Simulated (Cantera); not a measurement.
**Thermodynamics of aluminium and copper etching, feed Al + HCl + N₂**

Input: 1 mol Al, 3.4 mol HCl, 15 mol N₂, held at 14.0 Pa.

Method: chemical equilibrium by Gibbs-energy minimisation in Cantera with the NASA 1993 tables (ideal gas, pure condensed phases). Candidate condensed phases: Al, AlCl₃, AlN, NH₄Cl; 20 gas species. The tables' values for AlCl₂ are old estimates; treat these amounts as uncertain. The numbers say what is thermodynamically allowed, not how fast it happens.

```csv
T (K),log p N₂,log p H₂,log p HCl,log p AlCl₃,log p Al₂Cl₆,log p AlCl,n AlN(s)
423,-3.92,-4.95,-5.33,-6.54,-5.44,<-15,0.0588
523,-3.93,-5.03,-5.09,-5.37,-6.03,<-15,0.214
623,-3.93,-5.03,-5.10,-5.21,-7.67,<-15,0.204
723,-3.93,-5.01,-5.14,-5.19,-9.03,<-15,0.176
823,-3.93,-5.00,-5.17,-5.18,-10.05,-14.00,0.154
923,-3.93,-4.99,-5.20,-5.17,-10.84,-11.58,0.138
1023,-3.93,-4.99,-5.22,-5.16,-11.47,-9.64,0.125
1123,-3.93,-4.98,-5.24,-5.16,-11.98,-8.06,0.112
1223,-3.93,-4.98,-5.25,-5.17,-12.42,-6.74,0.0799
1323,-3.94,-5.00,-5.19,-5.24,-12.93,-5.87,0
1423,-3.94,-5.09,-5.02,-5.42,-13.58,-5.55,0
```
log p: log10 of the partial pressure in bar; n: condensed amount in mol.

From 423 K to 1223 K the condensed part is AlN(s). From 1323 K to 1423 K nothing is condensed. The main Al-bearing gas is Al₂Cl₆ at 423 K and AlCl₃ at 1423 K.
